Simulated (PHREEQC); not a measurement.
Model water analysis in mg/L, 72 °C, pH 6.87, pe 1.9:

```
constituent           mg/L
------------------  ------
Na                    6.52
K                   0.0465
Ca                    10.9
Mg                    3.66
Cl                   0.967
S(6) as SO4           37.7
Alkalinity as HCO3    17.4
Zn                   0.687
Li                    0.01
```

Valence states are taken as typed.

Computed with PHREEQC (ion-association model, phreeqc.dat).

Question: The ionic strength comes out as 0.00180 mol/kgw. What activity coefficients do Ca+2, Cl-, OH-, Zn+2, ZnOH+ get?

Answer: Ca+2 0.82, Cl- 0.95, OH- 0.95, Zn+2 0.81, ZnOH+ 0.95.

This is a speciation only: nothing precipitates in the calculation. Constants without temperature data keep their 25 °C values here.
